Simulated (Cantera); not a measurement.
A closed system holds: 1 mol C, a varied amount of H₂, 0.64 mol N₂, held at 1550 K and 1800000 Pa.

These are equilibrium values from Cantera (NASA tables, ideal gas, pure condensed phases), not measurements of a reactor. Candidate condensed phases: C, C₆H₆, C₇H₈, C₈H₁₈; 92 gas species. Kinetics and transport are ignored.

What share of the C ends up in condensed phases as a function of n(H₂) (mol), at 9.8, 12, 16, 20, 26, 33, 41, 53, 67, 85?


| n(H₂) (mol) | C condensed (%) | as |
|---|---|---|
| 9.8 | 69.0 | C(graphite) |
| 12 | 61.7 | C(graphite) |
| 16 | 48.4 | C(graphite) |
| 20 | 35.1 | C(graphite) |
| 26 | 15.2 | C(graphite) |
| 33 | 0.0 | - |
| 41 | 0.0 | - |
| 53 | 0.0 | - |
| 67 | 0.0 | - |
| 85 | 0.0 | - |
